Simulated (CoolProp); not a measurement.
Vapour-liquid equilibrium of sulfur hexafluoride (1) + R113 (2) at 279.8 K; x and y are mole fractions of (1).

Values from CoolProp's multi-fluid Helmholtz-energy mixture model, Guder 2009 and Marx 1992; pair parameters Bell 2016.

| x | bubble pressure, mixture model (MPa) | bubble pressure, Raoult's law (MPa) | y, mixture model | y, Raoult's law |
|---|---|---|---|---|
| 0.05 | 0.1564 | 0.09443 | 0.864 | 0.793 |
| 0.125 | 0.2451 | 0.2052 | 0.913 | 0.912 |
| 0.2 | 0.2862 | 0.3160 | 0.926 | 0.948 |
| 0.275 | 0.3187 | 0.4268 | 0.934 | 0.965 |
| 0.35 | 0.3572 | 0.5375 | 0.943 | 0.975 |
| 0.425 | 0.4092 | 0.6483 | 0.953 | 0.982 |
| 0.5 | 0.4797 | 0.7591 | 0.964 | 0.986 |
| 0.575 | 0.5734 | 0.8699 | 0.974 | 0.990 |
| 0.65 | 0.6941 | 0.9807 | 0.982 | 0.993 |
| 0.725 | 0.8431 | 1.091 | 0.989 | 0.995 |
| 0.8 | 1.017 | 1.202 | 0.994 | 0.997 |
| 0.875 | 1.204 | 1.313 | 0.997 | 0.998 |
| 0.95 | 1.386 | 1.424 | 0.999 | 0.999 |

The largest gap from Raoult's law is +65.6 % in bubble pressure, at x = 0.05. No azeotrope shows between x = 0.05 and 0.95.

Pair parameters are fitted to limited data, so mixtures are less certain than the pure fluids. The gap from Raoult's law changes sign with composition, which may be real or a fault of the pair parameters; it wasn't checked against measurements. With so large a gap from Raoult's law the liquid may split in two, which this calculation doesn't test in full.
